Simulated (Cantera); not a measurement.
# Ignition delay

Mixture: 5.17 % C3H8, 19.9 % O2, 74.9 % N2, equivalence ratio 1.3, at 1000000 Pa, adiabatic and at constant volume. Ignition delay is the time to a rise of 400 K.

Model: GRI-Mech 3.0 (53 species, 325 reactions), integrated in Cantera. GRI-Mech 3.0 was tuned for natural gas; its chemistry of propane as a main component is partial and can be far from experiment.

```
T0 (K)  delay (ms)
------  ----------
1275         0.432
1350         0.129
1425        0.0447
1500        0.0182
1575       0.00864
1650       0.00466
1725       0.00280
1800       0.00184
```

| Property | Result |
|---|---|
| apparent activation energy between 1650 and 1800 K | 150 kJ/mol |
